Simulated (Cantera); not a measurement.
An isothermal, constant-pressure homogeneous reactor starts with CH4 : CO2 = 1 : 0.56 (molar parts), at 1373 K and 0.310 bar. Integrator tolerance rtol = 1e-08.

Computed with Cantera and GRI-Mech 3.0 (53 species, 325 reactions). GRI-Mech 3.0 stops at C3 and has no aromatics, soot or wall deposition, so with more carbon than oxygen in the feed, carbon stays in small species such as C2H2 where larger ones or solid carbon would form.

What does this change do: CO2 0.56 to 0.058 parts?


```tsv
quantity	before	after
x(CH4) at 4.00 s	0.511 (gas-phase equilibrium 0.0749)	0.723 (gas-phase equilibrium 0.191)
x(CO2) at 4.00 s	0.317 (gas-phase equilibrium 5.35e-7)	0.0459 (gas-phase equilibrium 8.04e-9)
x(H) at 4.00 s	5.96e-7 (gas-phase equilibrium 4.25e-6)	7.89e-7 (gas-phase equilibrium 4.53e-6)
x(H2) at 4.00 s	0.102 (gas-phase equilibrium 0.498)	0.167 (gas-phase equilibrium 0.566)
x(C2H4) at 4.00 s	0.00409 (gas-phase equilibrium 0.00575)	0.00703 (gas-phase equilibrium 0.0291)
```
